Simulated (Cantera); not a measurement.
Cantera with NASA thermochemical tables; ideal gases at 1 bar, condensed phases pure. Values are per mole of reaction as written; species without (g) are pure solids or liquids, kept so even where they would boil at 1 bar. The tables' values for SiF₂ are old estimates.

N₂(g) + 3 SiF₂(g) ⇌ 2 NF₃(g) + 3 Si

| T (K) | ΔH° (kJ) | ΔS° (J/K) | ΔG° (kJ) | log10 K |
|---|---|---|---|---|
| 725 | ? | ? | ? | ? |
| 825 | ? | ? | ? | ? |
| 925 | ? | ? | ? | ? |
| 1025 | 1521.1 | -352.0 | 1881.9 | -95.90 |
| 1125 | 1525.1 | -348.3 | 1916.9 | -89.00 |
| 1225 | 1529.3 | -344.7 | 1951.6 | -83.22 |
| 1325 | ? | ? | ? | ? |

Question: Some entries are withheld; supply them.

Answer: 
- 725, ΔH° (kJ): 1510.0
- 725, ΔS° (J/K): -364.8
- 725, ΔG° (kJ): 1774.5
- 725, log10 K: -127.84
- 825, ΔH° (kJ): 1513.5
- 825, ΔS° (J/K): -360.3
- 825, ΔG° (kJ): 1810.7
- 825, log10 K: -114.64
- 925, ΔH° (kJ): 1517.2
- 925, ΔS° (J/K): -356.0
- 925, ΔG° (kJ): 1846.5
- 925, log10 K: -104.27
- 1325, ΔH° (kJ): 1533.7
- 1325, ΔS° (J/K): -341.3
- 1325, ΔG° (kJ): 1985.9
- 1325, log10 K: -78.29
